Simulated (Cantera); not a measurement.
Source: NASA polynomial tables (part measured, part estimated), evaluated in Cantera. Values are per mole of reaction as written; species without (g) are pure solids or liquids, kept so even where they would boil at 1 bar. TaC: taken at fixed stoichiometry.

4 TaO2(g) + CO2(g) = C + 2 Ta2O5, with ΔH° = -2895.0 kJ and ΔS° = -1042.4 J/K at 300 K.

**Question.** How far is the shortcut ΔG° ≈ ΔH°(300 K) − T·ΔS°(300 K) from the full temperature-dependent value at 1398, 1473, 1548, 1623, 1698, 1773, 1848, 1923, 1998, 2073 K?

**Answer.** 
| T (K) | shortcut (kJ) | full (kJ) | difference (kJ) | difference in log10 K | condensed phases |
|---|---|---|---|---|---|
| 1398 | -1437.8 | -1527.6 | 89.8 | -3.36 | C(graphite), Ta2O5(s) |
| 1473 | -1359.6 | -1460.4 | 100.8 | -3.57 | C(graphite), Ta2O5(s) |
| 1548 | -1281.4 | -1393.6 | 112.1 | -3.78 | C(graphite), Ta2O5(s) |
| 1623 | -1203.3 | -1327.2 | 124.0 | -3.99 | C(graphite), Ta2O5(s) |
| 1698 | -1125.1 | -1261.3 | 136.3 | -4.19 | C(graphite), Ta2O5(s) |
| 1773 | -1046.9 | -1195.8 | 148.9 | -4.39 | C(graphite), Ta2O5(s) |
| 1848 | -968.7 | -1130.8 | 162.0 | -4.58 | C(graphite), Ta2O5(s) |
| 1923 | -890.6 | -1066.1 | 175.5 | -4.77 | C(graphite), Ta2O5(s) |
| 1998 | -812.4 | -1001.7 | 189.4 | -4.95 | C(graphite), Ta2O5(s) |
| 2073 | -734.2 | -939.5 | 205.3 | -5.17 | C(graphite), Ta2O5(l) |
The shortcut ignores heat capacities and the phase changes listed.
